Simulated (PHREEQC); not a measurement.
Solution (25 °C): 130 mmol/kgw KH2PO4, 9.5 mmol/kgw K2HPO4 and 0.0028 mmol/kgw H4SiO4. Closed to the air; pH follows from the charge balance.

Equilibrium calculation in PHREEQC: ion-association model, phreeqc.dat.

This is a speciation only: nothing precipitates in the calculation.

Problem. Order these P species by the share of P that they hold, largest first: H2PO4-, KHPO4-, HPO4-2.

Solution. H2PO4- (93 %), HPO4-2 (6.3 %), KHPO4- (0.56 %)

The pH is 5.66 and the ionic strength 0.157 mol/kgw.
